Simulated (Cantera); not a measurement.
Transport properties of process gases

Gas mixture: O2 = 0.57 (molar parts), at 0.0267 bar, frozen composition.

Cantera's kinetic-theory transport with the Lennard-Jones parameters of GRI-Mech 3.0, ideal gas; thermal conductivity in the multicomponent form.

```csv
T (K),ρ (kg/m³),cp (J/kg/K),μ (µPa s),λ (mW/m/K),Pr,D (cm²/s) CH4,D (cm²/s) H2O,D (cm²/s) N2
400,0.0257,941.4,25.6,33.9,0.712,14.3,15.2,13.1
500,0.0205,971.4,30.0,41.1,0.711,21.1,23.1,19.3
600,0.0171,1003,34.1,48.1,0.710,28.9,32.4,26.3
700,0.0147,1031,37.8,54.9,0.710,37.6,42.8,34.1
800,0.0128,1055,41.4,61.5,0.710,47.1,54.4,42.6
900,0.0114,1074,44.7,67.7,0.709,57.4,67.0,51.9
1000,0.0103,1090,47.9,73.7,0.709,68.5,80.5,61.9
1100,0.00933,1103,51.0,79.4,0.709,80.3,95.0,72.6
1200,0.00855,1114,54.0,84.9,0.708,92.9,110,83.9
```
D: mixture-averaged diffusion coefficient of that species in the mixture.
